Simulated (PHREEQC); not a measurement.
0.28 g of hydrous ferric oxide (600 m²/g; 0.2 weak and 0.005 strong sites per Fe, Dzombak-Morel constants, diffuse double layer) in 1 kg of water with 0.001 mol/kgw of an inert sodium salt, at 25 °C; the pH is set by adding NaOH or the inert anion's acid. Oxygen alone is held at its pressure in air (log pO2 = -0.68). CO2 from the air is kept out. Nothing may precipitate in this run.

The numbers come from PHREEQC with the ion-association model, wateq4f.dat.

```tsv
pH	surface charge σ (C/m²)	surface potential ψ (mV)
3	0.257	232
3.5	0.178	224
4	0.120	209
4.5	0.080	191
5	0.051	169
5.5	0.032	145
6	0.019	119
6.5	0.011	92
7	0.006	64
7.5	0.003	35
8	0.000	6
8.5	-0.002	-23
9	-0.004	-51
```

Species that the database lacks are ignored. The oxide is taken as insoluble; below pH 4 it would dissolve.
